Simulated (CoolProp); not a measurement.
Vapour-liquid equilibrium of R143a (1) + dimethyl ether (2) at 311.8 K; x and y are mole fractions of (1).

The numbers come from the multi-fluid Helmholtz-energy mixture model, Lemmon and Jacobsen 2000 and Wu 2011; pair parameters Bell 2016 in CoolProp.

```
x     bubble pressure, mixture model (kPa)  bubble pressure, Raoult's law (kPa)  y, mixture model  y, Raoult's law
----  ------------------------------------  -----------------------------------  ----------------  ---------------
0.05                                 910.0                                904.7             0.094            0.098
0.2                                   1057                                 1042             0.318            0.340
0.35                                  1196                                 1179             0.490            0.526
0.5                                   1330                                 1316             0.629            0.674
0.65                                  1462                                 1453             0.751            0.793
0.8                                   1594                                 1591             0.861            0.892
0.95                                  1728                                 1728             0.966            0.975
```

The largest gap from Raoult's law is +1.4 % in bubble pressure, at x = 0.35. No azeotrope shows between x = 0.05 and 0.95.

Pair parameters are fitted to limited data, so mixtures are less certain than the pure fluids.
